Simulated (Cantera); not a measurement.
Input (Python, Cantera) and output of one run.

```python
import numpy as np
import cantera as ct

gas_names = """
    C2H4 C2H6
""".split()
cond_names = """
    Ti(a) Ti(b) Ti(L) TiC(s) TiC(L)
""".split()


def load(file, names, dense=False):
    # The tables refer to 1 bar. Condensed volumes are neglected.
    table = {s.name: s for s in ct.Species.list_from_file(file)}
    out = []
    for n in names:
        d = dict(table[n].input_data)
        d["thermo"] = dict(d["thermo"], **{"reference-pressure": 1e5})
        if dense:
            d["equation-of-state"] = {"model": "constant-volume", "density": "1e6 g/cm^3"}
        out.append(ct.Species.from_dict(d))
    return out


species = {s.name: s for s in load("nasa_gas.yaml", gas_names) + load("nasa_condensed.yaml", cond_names)}
# Each term lists the table entries of one substance; the one whose range holds T is used.
reactions = {
    '2 Ti + 3 C2H4(g) = 2 C2H6(g) + 2 TiC':
        [(-2, ['Ti(a)', 'Ti(b)', 'Ti(L)']), (-3, ['C2H4']), (2, ['C2H6']), (2, ['TiC(s)', 'TiC(L)'])],
}


def pick(names, T):
    return next(species[n] for n in names if species[n].thermo.min_temp <= T <= species[n].thermo.max_temp)


results = []
for label, terms in reactions.items():
    print(label)
    print("     T/K   dH/kJ  dS/(J/K)   dG/kJ   log10 K")
    for T in [300, 1173, 1273, 1373, 1473, 1573, 1673, 1773]:
        used = [(nu, pick(names, T)) for nu, names in terms]
        dH = sum(nu * s.thermo.h(T) for nu, s in used) / 1e6
        dS = sum(nu * s.thermo.s(T) for nu, s in used) / 1e3
        dG = dH - T * dS / 1e3
        logK = -dG * 1e6 / (ct.gas_constant * T * np.log(10))
        results.append((label, T, dH, dS, dG, logK, [s.name for _, s in used]))
        print(f"{T:8g} {dH:8.1f} {dS:8.1f} {dG:8.1f} {logK:8.2f}")
```

Result:

```
2 Ti + 3 C2H4(g) = 2 C2H6(g) + 2 TiC
     T/K   dH/kJ  dS/(J/K)   dG/kJ   log10 K
     300   -693.4   -212.6   -629.7   109.63
    1173   -700.6   -218.0   -444.9    19.81
    1273   -699.6   -217.2   -423.1    17.36
    1373   -698.8   -216.6   -401.4    15.27
    1473   -698.1   -216.1   -379.8    13.47
    1573   -697.6   -215.8   -358.2    11.89
    1673   -697.3   -215.6   -336.6    10.51
    1773   -697.2   -215.5   -315.1     9.28
```

Standard-state values (1 bar) from the NASA 1993 polynomials, evaluated with Cantera. TiC: taken at fixed stoichiometry. Condensed species are held in their standard states even where they would react or evaporate.
